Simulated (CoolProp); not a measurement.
Properties of ammonia along the isobar 0.101 MPa.

The numbers come from the reference Helmholtz-energy equation of state, Gao 2020 in CoolProp.

| T (°C) | phase | Z | viscosity (µPa s) | fugacity coefficient |
|---|---|---|---|---|
| -56.45 | liquid | (withheld) | 366 | 0.2690 |
| -32.05 | gas | 0.9731 | (withheld) | 0.9739 |
| -7.55 | gas | 0.9829 | 8.93 | 0.9832 |
| 16.85 | gas | 0.9882 | 9.80 | 0.9884 |
| 41.25 | gas | 0.9915 | (withheld) | 0.9916 |
| 65.75 | gas | 0.9936 | 11.6 | 0.9937 |
| 90.15 | gas | 0.9951 | 12.5 | 0.9951 |
| 114.65 | gas | 0.9961 | 13.5 | 0.9961 |
| 139.05 | gas | 0.9969 | 14.4 | 0.9969 |
| 163.55 | gas | 0.9975 | (withheld) | 0.9975 |
| 187.95 | gas | 0.9979 | 16.4 | 0.9979 |
| 212.45 | gas | 0.9983 | 17.3 | 0.9983 |
| 236.85 | gas | 0.9986 | 18.2 | 0.9986 |

Complete the blanks.


- -56.45, Z: 0.001346
- -32.05, viscosity (µPa s): 8.10
- 41.25, viscosity (µPa s): 10.7
- 163.55, viscosity (µPa s): 15.4

Viscosity comes from a separate model (Fenghour 1995).
